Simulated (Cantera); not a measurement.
**Ignition delay**

Mixture: CO : H2 : O2 : N2 = 1 : 0.05 : 0.438 : 1.65 (molar parts), at 10.0 bar, adiabatic and at constant pressure. Ignition delay is the time to a rise of 400 K.

Model: GRI-Mech 3.0 (53 species, 325 reactions), integrated in Cantera. The hydrogen kinetics of GRI-Mech 3.0 are dated; newer H2 mechanisms differ, most at raised pressure. Below about 950 K walls govern HO2 and H2O2 in real vessels. Where the delays flatten at high temperature, the 400 K rule measures the pace of heat release, not the induction time.

```tsv
T0 (K)	delay (ms)
850	268
950	12.5
1050	1.08
1150	0.134
1250	0.0273
1350	0.0117
1450	0.00732
1550	0.00544
1650	0.00446
```
